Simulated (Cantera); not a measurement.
Feed: 1 mol SiCl₄, 3.3 mol HCl, 6.5 mol H₂, at 825 °C and 13300 Pa.

Equilibrium computed with Cantera from the NASA thermochemical tables; the gas is ideal and each condensed phase is pure. Candidate condensed phases: Si; 19 gas species. The tables' values for SiCl₃ are old estimates; treat these amounts as uncertain. Kinetics and transport are ignored.

Base state: H₂ 0.599, HCl 0.309, SiCl₄ 0.0895, SiHCl₃ 0.00253, SiCl₃ 0.000491, SiCl₂ 3.78e-5 (mole fractions); condensed: gas only.

What changes in the equilibrium state with this change: H₂ from 6.5 to 1.2 mol?


```tsv
species	before	after
HCl	0.309	0.601
H₂	0.599	0.217
SiCl₄	0.0895	0.181
SiCl₂	3.78e-5	7.28e-6
SiHCl₃	0.00253	0.000949
SiCl₃	0.000491	0.000306
```
